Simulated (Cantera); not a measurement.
Feed: 1 mol C3H6, 52 mol H2, 13 mol N2, at 25.0 mbar.

Method: chemical equilibrium by Gibbs-energy minimisation in Cantera with the NASA 1993 tables (ideal gas, pure condensed phases). Candidate condensed phases: C, C6H6, C7H8, C8H18; 92 gas species. Rates play no part. All values below are at 1675 K.

Base state: H2 0.808, N2 0.190, HCN 0.00125, H 0.000660, C2H2 (acetylene) 4.69e-5, HNC 3.51e-5, CH4 1.96e-5 (mole fractions); condensed: C(graphite).

### Question
What changes in the equilibrium state with this change: C3H6 replaced by CO?

### Answer
```csv
species,before,after
H2,0.808,0.787
N2,0.190,0.197
CO,0,0.0151
H2O,0,1.47e-5
C2H2 (acetylene),4.69e-5,5.81e-9
CH4,1.96e-5,2.10e-7
HNC,3.51e-5,3.97e-7
"C(graphite), mol",2.90,0
```
Further candidate phases: H2O.
